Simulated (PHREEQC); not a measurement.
Dissolve 0.011 mol/kgw HF, 0.032 mol/kgw CaCl2 and 3e-05 mol/kgw KCl at 25 °C. Closed to the air; pH follows from the charge balance.

Model: ion-association model, phreeqc.dat, run in PHREEQC.

Precipitation was switched off in this run.

Task: Order these F species by the share of F that they hold, largest first: HF2-, F-, HF.

Result: HF (72 %), F- (26 %), HF2- (1.6 %)

The pH is 2.61 and the ionic strength 0.0990 mol/kgw. Saturation is exceeded, for instance for Fluorite; the values hold only as long as no solid forms.
